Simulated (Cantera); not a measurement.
A closed system holds: 1 mol C3H6, 8.4 mol H2, 0.57 mol N2, held at 30000 Torr.

Method: chemical equilibrium by Gibbs-energy minimisation in Cantera with the NASA 1993 tables (ideal gas, pure condensed phases). Candidate condensed phases: C, C6H6, C7H8, C8H18; 92 gas species. The ideal-gas law is rough above about 30 bar. Kinetics and transport are ignored.

Question: What share of the C ends up in condensed phases as a function of T (K), at 2273, 2348, 2423, 2498, 2573, 2648, 2723, 2798, 2873, 2948, 3023?

Answer: 
```tsv
T (K)	C condensed (%)	as
2273	90.5	C(graphite)
2348	88.8	C(graphite)
2423	86.5	C(graphite)
2498	83.5	C(graphite)
2573	79.7	C(graphite)
2648	75.0	C(graphite)
2723	69.4	C(graphite)
2798	62.6	C(graphite)
2873	54.5	C(graphite)
2948	45.1	C(graphite)
3023	34.3	C(graphite)
```
